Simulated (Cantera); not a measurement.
# Premixed flame

A freely propagating, adiabatic, planar premixed flame of 54.1 % H₂, 9.68 % O₂, 36.3 % N₂, unburnt at 650 K and 10.0 bar; unity-Lewis-number transport, grid criteria slope 0.08 and curve 0.16, no radiation.

Cantera simulation using the H2/O2 subset of GRI-Mech 3.0, which has no nitrogen chemistry; the numbers are that mechanism's predictions, not measurements. The hydrogen kinetics of GRI-Mech 3.0 are dated; newer H2 mechanisms differ, most at raised pressure. Unity Lewis numbers drop preferential diffusion, which matters most where H2 and H carry the flame. Burning velocities carry a grid error of a few per cent, more on coarse grids.

| z (mm) | T (K) | u (m/s) | x H₂ | x O₂ | x OH | x H₂O₂ | x O | x H₂O |
|---|---|---|---|---|---|---|---|---|
| -0.0871 | 650 | 5.24 | 0.541 | 0.0968 | <1e-8 | 3.85e-8 | <1e-8 | 1.32e-5 |
| -0.0581 | 651 | 5.25 | 0.540 | 0.0967 | <1e-8 | 3.00e-7 | <1e-8 | 0.000103 |
| -0.0436 | 653 | 5.26 | 0.540 | 0.0966 | <1e-8 | 1.12e-6 | <1e-8 | 0.000390 |
| -0.0290 | 668 | 5.38 | 0.539 | 0.0957 | <1e-8 | 6.24e-6 | 5.15e-8 | 0.00228 |
| -0.0145 | 827 | 6.59 | 0.524 | 0.0861 | 1.82e-5 | 4.15e-5 | 9.75e-6 | 0.0222 |
| -0.00726 | 1119 | 8.75 | 0.492 | 0.0672 | 0.000289 | 4.94e-5 | 0.000134 | 0.0632 |
| 0 | 1467 | 11.2 | 0.436 | 0.0386 | 0.000857 | 1.46e-5 | 0.000522 | 0.125 |
| 0.00726 | 1696 | 12.8 | 0.390 | 0.0161 | 0.00138 | 2.90e-6 | 0.000538 | 0.173 |
| 0.0145 | 1816 | 13.6 | 0.370 | 0.00578 | 0.00157 | 1.32e-6 | 0.000309 | 0.195 |
| 0.0290 | 1922 | 14.2 | 0.366 | 0.000863 | 0.00147 | 4.25e-7 | 0.000113 | 0.207 |
| 0.0581 | 1999 | 14.7 | 0.371 | 5.57e-5 | 0.00108 | 1.22e-7 | 4.17e-5 | 0.211 |
| 0.116 | 2052 | 15.0 | 0.377 | 4.94e-6 | 0.000678 | 4.29e-8 | 1.43e-5 | 0.212 |
| 0.232 | 2083 | 15.2 | 0.380 | 1.32e-6 | 0.000393 | 1.50e-8 | 4.52e-6 | 0.213 |
x: mole fraction of selected species; z is measured from the peak of heat release.

```yaml
laminar_burning_velocity: 524 cm/s
thermal_thickness: 0.0290 mm
peak x(OH): 0.00158
peak x(H₂O₂): 5.33e-5
peak x(O): 0.000601
grid_points: 105
```
